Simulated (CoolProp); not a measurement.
Ethanol along the isotherm 589.3 K: fugacity coefficient from the reference equation and from simpler models built on Tc = 514.7 K, pc = 6.268 MPa, ω = 0.644; each cubic takes its own stable root.

The numbers come from the reference Helmholtz-energy equation of state, Schroeder 2014 in CoolProp.

```json
[
 {"p (MPa)": "0.672", "phase": "gas", "reference": "0.9835"},
 {"p (MPa)": "1.34", "phase": "gas", "reference": "0.9671"},
 {"p (MPa)": "2.01", "phase": "gas", "reference": "0.9508"},
 {"p (MPa)": "2.69", "phase": "gas", "reference": "0.9343"},
 {"p (MPa)": "3.36", "phase": "gas", "reference": "0.9181"},
 {"p (MPa)": "4.03", "phase": "gas", "reference": "0.9019"},
 {"p (MPa)": "4.7", "phase": "gas", "reference": "0.8858"},
 {"p (MPa)": "5.37", "phase": "gas", "reference": "0.8696"},
 {"p (MPa)": "6.04", "phase": "gas", "reference": "0.8534"},
 {"p (MPa)": "6.72", "phase": "supercritical", "reference": "0.8369"},
 {"p (MPa)": "7.39", "phase": "supercritical", "reference": "0.8206"},
 {"p (MPa)": "8.06", "phase": "supercritical", "reference": "0.8043"},
 {"p (MPa)": "8.73", "phase": "supercritical", "reference": "0.7878"},
 {"p (MPa)": "9.4", "phase": "supercritical", "reference": "0.7713"}
]
```

### Question
How far does each simpler model (Redlich-Kwong, Soave-Redlich-Kwong) lie from the reference over these 14 states: mean and median of the absolute difference, and the worst?

### Answer
- Redlich-Kwong: mean 6.0 %, median 6.0 %, worst -11.1 % at 589.3 K and 9.4 MPa
- Soave-Redlich-Kwong: mean 2.2 %, median 2.4 %, worst -3.2 % at 589.3 K and 8.73 MPa
